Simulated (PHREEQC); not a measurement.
1 kg of water holding 0.2 mol NaCl meets 20 L of dry gas (N2 1 by moles) at fixed total pressure, at 100 atm; fugacities by Peng-Robinson. The gases take part in no redox reaction, some water evaporates into the gas, and hydrates or a liquid gas phase aren't modelled. No solid was allowed to form.

Model: ion-association model, phreeqc.dat, run in PHREEQC.

| T (°C) | dissolved N2 (mol/kgw) | φ of N2 |
|---|---|---|
| 10 | 0.0688 | 0.958 |
| 20 | 0.0588 | 0.968 |
| 30 | 0.0518 | 0.976 |
| 40 | 0.0470 | 0.984 |
| 50 | 0.0436 | 0.990 |
| 60 | 0.0414 | 0.996 |
| 70 | 0.0400 | 1.001 |
| 80 | 0.0394 | 1.006 |
| 90 | 0.0393 | 1.010 |

Away from 25 °C the constants follow the database's enthalpies or fits; those with neither stay at their 25 °C values.
